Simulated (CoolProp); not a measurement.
Aqueous calcium chloride as a coolant, at 26 °C, 1 atm.

The numbers come from the Melinder's fits for secondary coolants in CoolProp.

```
mass %  freezing point (°C)  Prandtl number  cp (kJ/(kg K))  density (kg/m³)  conductivity (W/(m K))
------  -------------------  --------------  --------------  ---------------  ----------------------
4.6                    -2.2            6.41           3.917             1035                   0.603
6.9                    -3.5            6.59           3.790             1056                   0.600
9.3                    -5.3            6.82           3.659             1078                   0.597
11.7                   -7.4            7.11           3.530             1101                   0.594
14                     -9.9            7.47           3.409             1122                   0.591
16.4                  -12.8            7.96           3.289             1145                   0.588
18.8                  -16.3            8.61           3.177             1167                   0.585
21.2                  -20.4            9.45           3.076             1190                   0.582
23.5                  -25.2            10.5           2.990             1211                   0.578
25.9                  -31.7            11.8           2.910             1235                   0.575
28.3                  -40.2            13.5           2.837             1260                   0.571
```
